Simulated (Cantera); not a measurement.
**N2O furnace oxynitridation**

An isothermal, constant-pressure homogeneous reactor starts with 99.5 % N2O, 0.527 % H2O, at 1525 K and 21000 Pa.

Computed with Cantera and GRI-Mech 3.0 (53 species, 325 reactions). GRI-Mech 3.0 was tuned for natural gas; its chemistry of N2O as a main component is partial and can be far from experiment. The temperature is held fixed by assumption; the heat of reaction is taken as removed at once.

| t (s) | x N2O | x H2O | x NO | x O | x HO2 |
|---|---|---|---|---|---|
| 1.00e-5 | 0.995 | 0.00527 | 1.42e-5 | 5.38e-5 | 6.77e-9 |
| 4.60e-5 | 0.994 | 0.00527 | 0.000147 | 8.97e-5 | 3.41e-7 |
| 0.000211 | 0.990 | 0.00525 | 0.000834 | 9.07e-5 | 5.79e-6 |
| 0.000972 | 0.971 | 0.00519 | 0.00386 | 8.94e-5 | 1.02e-5 |
| 0.00447 | 0.893 | 0.00504 | 0.0166 | 8.72e-5 | 4.58e-6 |
| 0.0206 | 0.623 | 0.00456 | 0.0603 | 8.42e-5 | 1.20e-6 |
| 0.0946 | 0.160 | 0.00375 | 0.132 | 7.24e-5 | 1.87e-7 |
| 0.435 | 0.00283 | 0.00351 | 0.150 | 1.21e-5 | 3.92e-8 |
| 2.00 | 6.78e-6 | 0.00351 | 0.149 | 6.34e-6 | 3.42e-8 |
x: mole fraction; the columns are a selection and need not sum to one.

Equilibrium at this temperature and pressure: N2O 4.09e-8, H2O 0.00351, NO 0.00160, O 7.16e-6, HO2 4.13e-8 (gas phase only).
